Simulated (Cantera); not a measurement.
Reactions in the system Al-Cl-H

Cantera with NASA thermochemical tables; ideal gases at 1 bar, condensed phases pure. Values are per mole of reaction as written; species without (g) are pure solids or liquids, kept so even where they would boil at 1 bar.

2 Al + 6 HCl(g) → 2 AlCl3(g) + 3 H2(g)

```json
[
 {"T (K)": "300", "ΔH° (kJ)": "-615.3", "ΔS° (J/K)": "-156.9", "ΔG° (kJ)": "-568.2", "log10 K": "98.94", "condensed phases": "Al(s)"},
 {"T (K)": "923", "ΔH° (kJ)": "-609.0", "ΔS° (J/K)": "-144.7", "ΔG° (kJ)": "-475.5", "log10 K": "26.91", "condensed phases": "Al(s)"},
 {"T (K)": "1073", "ΔH° (kJ)": "-630.3", "ΔS° (J/K)": "-167.5", "ΔG° (kJ)": "-450.6", "log10 K": "21.93", "condensed phases": "Al(l)"},
 {"T (K)": "1223", "ΔH° (kJ)": "-630.5", "ΔS° (J/K)": "-167.7", "ΔG° (kJ)": "-425.4", "log10 K": "18.17", "condensed phases": "Al(l)"},
 {"T (K)": "1373", "ΔH° (kJ)": "-631.0", "ΔS° (J/K)": "-168.1", "ΔG° (kJ)": "-400.2", "log10 K": "15.23", "condensed phases": "Al(l)"},
 {"T (K)": "1523", "ΔH° (kJ)": "-631.8", "ΔS° (J/K)": "-168.6", "ΔG° (kJ)": "-375.0", "log10 K": "12.86", "condensed phases": "Al(l)"},
 {"T (K)": "1673", "ΔH° (kJ)": "-632.7", "ΔS° (J/K)": "-169.2", "ΔG° (kJ)": "-349.7", "log10 K": "10.92", "condensed phases": "Al(l)"},
 {"T (K)": "1823", "ΔH° (kJ)": "-633.9", "ΔS° (J/K)": "-169.8", "ΔG° (kJ)": "-324.2", "log10 K": "9.29", "condensed phases": "Al(l)"},
 {"T (K)": "1973", "ΔH° (kJ)": "-635.1", "ΔS° (J/K)": "-170.5", "ΔG° (kJ)": "-298.7", "log10 K": "7.91", "condensed phases": "Al(l)"},
 {"T (K)": "2123", "ΔH° (kJ)": "-636.5", "ΔS° (J/K)": "-171.2", "ΔG° (kJ)": "-273.1", "log10 K": "6.72", "condensed phases": "Al(l)"},
 {"T (K)": "2273", "ΔH° (kJ)": "-637.9", "ΔS° (J/K)": "-171.8", "ΔG° (kJ)": "-247.4", "log10 K": "5.68", "condensed phases": "Al(l)"}
]
```

3 AlCl(g) → 2 Al(g) + AlCl3(g)

```tsv
T (K)	ΔH° (kJ)	ΔS° (J/K)	ΔG° (kJ)	log10 K
300	229.2	-40.2	241.3	-42.01
923	236.0	-28.0	261.8	-14.82
1073	237.6	-26.4	265.9	-12.94
1223	239.2	-25.0	269.8	-11.52
1373	240.8	-23.7	273.4	-10.40
1523	242.3	-22.7	276.9	-9.50
1673	243.9	-21.7	280.2	-8.75
1823	245.4	-20.9	283.4	-8.12
1973	246.8	-20.1	286.5	-7.58
2123	248.3	-19.4	289.4	-7.12
2273	249.7	-18.8	292.3	-6.72
```
